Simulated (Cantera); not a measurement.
## Stirred combustor or abatement burner

A perfectly stirred reactor is fed with CO : H₂ : CH₄ : O₂ : N₂ : H₂O = 1 : 0.09 : 0.49 : 2.68 : 10.1 : 4.1 (molar parts), at 5.00 bar; it is adiabatic with a 725 K inlet, and is followed from long to short residence time, starting on the burning branch (τ in s: 0.2, 0.075, 0.028, 0.01, 0.0037, 0.0014, 0.00051, 0.00019, 6.9e-05, 2.5e-05, 9.4e-06).

Cantera simulation using GRI-Mech 3.0 (53 species, 325 reactions); the numbers are that mechanism's predictions, not measurements.

```
τ (s)    T (K)      x CO      x H₂     x CH₄     x NO    x C₂H₂
-------  -----  --------  --------  --------  -------  --------
0.20      1731   8.44e-5   2.45e-5   2.20e-6  3.95e-6  5.68e-10
0.075     1730  0.000177   3.81e-5   4.90e-6  2.32e-6   2.44e-9
0.028     1728  0.000373   6.65e-5   1.01e-5  1.73e-6   8.22e-9
0.010     1724  0.000798  0.000126   2.08e-5  1.55e-6   2.38e-8
0.0037    1716   0.00166  0.000238   4.16e-5  1.48e-6   5.90e-8
0.0014    1700   0.00344  0.000447   8.54e-5  1.31e-6   1.36e-7
0.00051   1663   0.00794  0.000872  0.000209  8.81e-7   3.55e-7
0.00019    725    0.0542   0.00488    0.0265   <1e-12    <1e-12
6.9e-5     725    0.0542   0.00488    0.0265   <1e-12    <1e-12
2.5e-5     725    0.0542   0.00488    0.0265   <1e-12    <1e-12
9.4e-6     725    0.0542   0.00488    0.0265   <1e-12    <1e-12
```
x: mole fraction; the columns are a selection and need not sum to one.
